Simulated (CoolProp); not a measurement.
A simple Rankine cycle with cyclohexane: condensing at 302.15 K, boiler at 0.666 MPa, turbine inlet 434.7 K, turbine efficiency 0.75, pump efficiency 0.8, no recuperator. Each further row changes one setting.

Computed with CoolProp (reference Helmholtz-energy equation of state, Zhou 2014).

| case | thermal efficiency (%) | net work (kJ/kg) | heat in (kJ/kg) | turbine exit temperature (K) | volume ratio over the turbine |
|---|---|---|---|---|---|
| as stated | ___ | 102 | 586 | 366.2 | 41.7 |
| turbine inlet 454.7 K | 17.3 | ___ | 628 | 387.8 | ___ |
| condensing temperature 294.15 K | 18.5 | 111 | 601 | 360.5 | 58.9 |
| boiler pressure 0.466 MPa | 16.1 | 95.4 | 593 | 374.7 | 28.3 |
| turbine efficiency 0.65 | ___ | ___ | 586 | 374.6 | ___ |

Complete the blanks.


- as stated, thermal efficiency (%): 17.5
- turbine inlet 454.7 K, net work (kJ/kg): 109
- turbine inlet 454.7 K, volume ratio over the turbine: 41.2
- turbine efficiency 0.65, thermal efficiency (%): 15.1
- turbine efficiency 0.65, net work (kJ/kg): 88.5
- turbine efficiency 0.65, volume ratio over the turbine: 42.7
